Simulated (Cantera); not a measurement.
Moist CO burnout

An isothermal, constant-pressure homogeneous reactor starts with CO : O₂ : H₂O : N₂ = 0.0011 : 0.066 : 0.00028 : 1 (molar parts), at 1250 K and 100.0 Torr.

Detailed kinetics in Cantera: GRI-Mech 3.0 (53 species, 325 reactions).

```tsv
t (s)	x CO	x O₂	x H₂O	x N₂O	x H₂	x O	x OH
0.000300	0.00103	0.0618	0.000262	<1e-12	<1e-12	2.69e-10	1.50e-12
0.00108	0.00103	0.0618	0.000262	<1e-12	<1e-12	9.65e-10	1.12e-11
0.00387	0.00103	0.0618	0.000262	<1e-12	<1e-12	3.48e-9	1.15e-10
0.0139	0.00103	0.0618	0.000262	<1e-12	1.21e-12	1.42e-8	1.44e-9
0.0500	0.00103	0.0618	0.000262	2.77e-11	9.24e-11	2.10e-7	4.11e-8
0.180	0.000749	0.0616	0.000250	5.68e-8	4.46e-7	0.000196	2.05e-5
0.646	3.08e-5	0.0613	0.000257	2.84e-7	1.20e-7	4.77e-5	1.10e-5
2.32	1.31e-6	0.0613	0.000261	2.70e-7	7.03e-9	2.98e-6	2.81e-6
8.35	5.14e-8	0.0613	0.000262	1.59e-7	7.53e-10	3.37e-7	9.58e-7
30.0	1.63e-9	0.0613	0.000262	2.58e-8	1.79e-10	8.29e-8	4.76e-7
```
x: mole fraction; the columns are a selection and need not sum to one.

Equilibrium at this temperature and pressure: CO 6.20e-10, O₂ 0.0613, H₂O 0.000262, N₂O 4.53e-9, H₂ 1.01e-10, O 4.72e-8, OH 3.59e-7 (gas phase only).
